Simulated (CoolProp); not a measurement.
Vapour pressure (MPa) of R13: the reference equation beside estimates from Tc = 303.0 K, pc = 3.973 MPa, ω = 0.175. Clausius-Clapeyron is anchored at 212.5 K with a constant enthalpy of vaporisation of 14.48 kJ/mol.

Computed with CoolProp (reference Helmholtz-energy equation of state, Platzer 1990). This equation is an older, rougher fit; its heat capacities, sound speeds and derivatives of the liquid may be far off and weren't checked against measurements.

```json
[
 {"T (K)": "184.9", "reference": "0.06923", "Lee-Kesler": "0.06720", "Clausius-Clapeyron": "0.08023", "van der Waals": "0.3799", "Redlich-Kwong": "0.09679", "Peng-Robinson": "0.06868"},
 {"T (K)": "190.5", "reference": "0.09479", "Lee-Kesler": "0.09250", "Clausius-Clapeyron": "0.1058", "van der Waals": "0.4493", "Redlich-Kwong": "0.1305", "Peng-Robinson": "0.09386"},
 {"T (K)": "196", "reference": "0.1265", "Lee-Kesler": "0.1241", "Clausius-Clapeyron": "0.1367", "van der Waals": "0.5253", "Redlich-Kwong": "0.1716", "Peng-Robinson": "0.1251"},
 {"T (K)": "201.5", "reference": "0.1660", "Lee-Kesler": "0.1634", "Clausius-Clapeyron": "0.1743", "van der Waals": "0.6094", "Redlich-Kwong": "0.2216", "Peng-Robinson": "0.1640"},
 {"T (K)": "207", "reference": "0.2142", "Lee-Kesler": "0.2116", "Clausius-Clapeyron": "0.2192", "van der Waals": "0.7020", "Redlich-Kwong": "0.2815", "Peng-Robinson": "0.2116"},
 {"T (K)": "212.5", "reference": "0.2725", "Lee-Kesler": "0.2700", "Clausius-Clapeyron": "0.2725", "van der Waals": "0.8035", "Redlich-Kwong": "0.3525", "Peng-Robinson": "0.2692"},
 {"T (K)": "218", "reference": "0.3421", "Lee-Kesler": "0.3397", "Clausius-Clapeyron": "0.3351", "van der Waals": "0.9140", "Redlich-Kwong": "0.4355", "Peng-Robinson": "0.3380"},
 {"T (K)": "223.6", "reference": "0.4259", "Lee-Kesler": "0.4237", "Clausius-Clapeyron": "0.4093", "van der Waals": "1.036", "Redlich-Kwong": "0.5335", "Peng-Robinson": "0.4210"},
 {"T (K)": "229.1", "reference": "0.5222", "Lee-Kesler": "0.5202", "Clausius-Clapeyron": "0.4934", "van der Waals": "1.166", "Redlich-Kwong": "0.6441", "Peng-Robinson": "0.5166"},
 {"T (K)": "234.6", "reference": "0.6338", "Lee-Kesler": "0.6320", "Clausius-Clapeyron": "0.5897", "van der Waals": "1.306", "Redlich-Kwong": "0.7698", "Peng-Robinson": "0.6277"},
 {"T (K)": "240.1", "reference": "0.7622", "Lee-Kesler": "0.7604", "Clausius-Clapeyron": "0.6989", "van der Waals": "1.456", "Redlich-Kwong": "0.9116", "Peng-Robinson": "0.7558"},
 {"T (K)": "245.6", "reference": "0.9087", "Lee-Kesler": "0.9068", "Clausius-Clapeyron": "0.8222", "van der Waals": "1.617", "Redlich-Kwong": "1.071", "Peng-Robinson": "0.9023"},
 {"T (K)": "251.1", "reference": "1.075", "Lee-Kesler": "1.073", "Clausius-Clapeyron": "0.9602", "van der Waals": "1.788", "Redlich-Kwong": "1.248", "Peng-Robinson": "1.069"},
 {"T (K)": "256.7", "reference": "1.266", "Lee-Kesler": "1.263", "Clausius-Clapeyron": "1.117", "van der Waals": "1.974", "Redlich-Kwong": "1.447", "Peng-Robinson": "1.261"}
]
```

Absolute difference from the reference over all 14 rows, mean and median: Lee-Kesler 1.0 and 0.6 %, Clausius-Clapeyron 7.3 and 7.5 %, van der Waals 189.9 and 155.2 %, Redlich-Kwong 26.6 and 26.3 %, Peng-Robinson 1.0 and 1.0 %.
